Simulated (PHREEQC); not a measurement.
1 kg of water holding 0.28 mol/kgw NaCl and 0.08 mol/kgw Na2SO4 is evaporated at 25 °C; the solids stay in contact with the brine. The system is closed to CO2. Only these solids could form: Halite, Mirabilite, Thenardite.

The numbers come from PHREEQC with the Pitzer model, pitzer.dat.

```csv
water left (kg),ionic strength,water activity,Halite (mol),Thenardite (mol),Cl in solution (mol/kgw)
1,0.520,0.988,0,0,0.280
0.8219,0.633,0.985,0,0,0.341
0.6755,0.770,0.982,0,0,0.414
0.5552,0.937,0.978,0,0,0.504
0.4563,1.14,0.973,0,0,0.614
0.375,1.39,0.967,0,0,0.747
0.3082,1.69,0.960,0,0,0.908
0.2533,2.05,0.952,0,0,1.11
0.2082,2.50,0.941,0,0,1.34
0.1711,3.04,0.927,0,0,1.64
0.1407,3.70,0.910,0,0,1.99
0.1156,4.50,0.887,0,0,2.42
0.09502,5.47,0.859,0,0,2.95
0.07809,6.66,0.821,0,0,3.59
0.06418,7.60,0.781,0,0.0108,4.36
0.05275,7.59,0.751,0,0.0399,5.31
0.04335,7.62,0.743,0.0402,0.0498,5.53
0.03564,7.62,0.743,0.0828,0.0552,5.53
0.0293,7.62,0.743,0.118,0.0596,5.53
0.02407,7.62,0.743,0.147,0.0632,5.53
0.01979,7.62,0.743,0.171,0.0662,5.53
0.01627,7.62,0.743,0.190,0.0687,5.53
0.01337,7.62,0.743,0.206,0.0707,5.53
0.01099,7.62,0.743,0.219,0.0723,5.53
```

Thenardite from water left = 0.06418 kg; Halite from water left = 0.04335 kg.

Species that the database lacks are ignored.
